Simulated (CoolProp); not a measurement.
Vapour-liquid equilibrium of R113 (1) + n-heptane (2) at 277.8 K; x and y are mole fractions of (1).

Model: multi-fluid Helmholtz-energy mixture model, Marx 1992 and Span 2003; pair parameters Bell 2016, in CoolProp.

```
x     bubble pressure, mixture model (MPa)  bubble pressure, Raoult's law (MPa)  y, mixture model  y, Raoult's law
----  ------------------------------------  -----------------------------------  ----------------  ---------------
0.05                              0.003225                             0.002853             0.405            0.329
0.2                               0.006563                             0.005365               ___            0.699
0.35                                   ___                             0.007877             0.854            0.834
0.5                                0.01181                              0.01039             0.905            0.903
0.65                                   ___                              0.01290             0.939            0.945
0.8                                0.01591                              0.01541             0.965            0.974
0.95                               0.01801                              0.01792             0.991            0.994
```

### Question
Complete the blanks.

### Answer

- 0.2, y, mixture model: 0.750
- 0.35, bubble pressure, mixture model (MPa): 0.009406
- 0.65, bubble pressure, mixture model (MPa): 0.01391

The largest gap from Raoult's law is +22.3 % in bubble pressure, at x = 0.2. No azeotrope shows between x = 0.05 and 0.95.

The pair parameters rest on a limited set of measurements; away from them the model extrapolates.
